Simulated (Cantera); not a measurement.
A freely propagating, adiabatic, planar premixed flame of CH4 : O2 : N2 = 1 : 3.03 : 11.4 (molar parts), equivalence ratio 0.66, unburnt at 525 K and 5.00 bar; mixture-averaged transport, grid criteria slope 0.08 and curve 0.16, no radiation.

Computed with Cantera and GRI-Mech 3.0 (53 species, 325 reactions). Burning velocities carry a grid error of a few per cent, more on coarse grids.

**Question.** What does this change do: 1.5 parts H2 added?

**Answer.** 
```json
[
 {"quantity": "laminar burning velocity", "before": "25.7 cm/s", "after": "93.7 cm/s"},
 {"quantity": "thermal thickness", "before": "0.183 mm", "after": "0.0810 mm"},
 {"quantity": "peak x(O)", "before": "0.000950", "after": "0.00293"},
 {"quantity": "peak x(HCO)", "before": "6.10e-6", "after": "3.24e-5"},
 {"quantity": "peak x(C2H4)", "before": "0.000322", "after": "0.000165"},
 {"quantity": "peak x(H)", "before": "0.000398", "after": "0.00404"}
]
```

**Question.** What does this change do: inlet temperature 525 to 575 K?

**Answer.** 
```tsv
quantity	before	after
laminar burning velocity	25.7 cm/s	33.1 cm/s
thermal thickness	0.183 mm	0.164 mm
peak x(O)	0.000950	0.00114
peak x(HCO)	6.10e-6	7.51e-6
peak x(C2H4)	0.000322	0.000334
peak x(H)	0.000398	0.000488
```
